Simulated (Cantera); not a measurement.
Mixture: 22.9 % CO, 25.2 % H2, 10.9 % O2, 41.0 % N2, equivalence ratio 2.2, at 11.0 bar, adiabatic and at constant pressure. Ignition delay is the time to a rise of 400 K.

Detailed kinetics in Cantera: GRI-Mech 3.0 (53 species, 325 reactions). The hydrogen kinetics of GRI-Mech 3.0 are dated; newer H2 mechanisms differ, most at raised pressure. Where the delays flatten at high temperature, the 400 K rule measures the pace of heat release, not the induction time.

Predict: delay at 1125 K; delay at 1325 K; delay at 1525 K; delay at 1725 K; delay at 1925 K.


```json
{
 "delay at 1125 K": "0.161 ms",
 "delay at 1325 K": "4.60 µs",
 "delay at 1525 K": "1.57 µs",
 "delay at 1725 K": "0.910 µs",
 "delay at 1925 K": "0.667 µs"
}
```
